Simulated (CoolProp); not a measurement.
Vapour pressure (kPa) of R141b: the reference equation beside estimates from Tc = 204.4 °C, pc = 4212 kPa, ω = 0.220. Clausius-Clapeyron is anchored at 9.45 °C with a constant enthalpy of vaporisation of 27.28 kJ/mol.

The numbers come from the reference Helmholtz-energy equation of state, Lemmon 2006 in CoolProp. It is a short technical equation, of lower accuracy than the large ones.

```tsv
T (°C)	reference	Lee-Kesler	Clausius-Clapeyron	van der Waals	Redlich-Kwong	Soave-Redlich-Kwong
-38.05	3.530	3.514	4.069	105.4	7.662	3.600
-28.55	6.369	6.309	6.998	137.6	13.22	6.446
-19.05	10.91	10.78	11.56	176.4	21.67	10.98
-9.55	17.84	17.63	18.40	222.3	33.97	17.89
-0.05	28.03	27.72	28.38	275.9	51.20	28.04
9.45	42.50	42.09	42.50	337.9	74.57	42.44
18.95	62.43	61.93	62.01	408.7	105.4	62.28
28.45	89.14	88.62	88.33	489.1	145.0	88.91
37.95	124.1	123.6	123.1	579.4	194.9	123.8
47.45	169.0	168.6	168.3	680.2	256.4	168.6
56.95	225.4	225.2	226.0	791.9	331.1	225.1
66.45	295.1	295.3	298.5	915.0	420.5	295.2
75.95	380.2	380.7	388.2	1050	526.0	380.7
85.45	482.5	483.4	498.0	1197	649.0	483.9
94.95	604.1	605.3	630.7	1357	791.0	606.8
```

Absolute difference from the reference over all 15 rows, mean and median: Lee-Kesler 0.6 and 0.5 %, Clausius-Clapeyron 3.3 and 1.2 %, van der Waals 784.8 and 448.7 %, Redlich-Kwong 67.0 and 62.7 %, Soave-Redlich-Kwong 0.4 and 0.2 %.
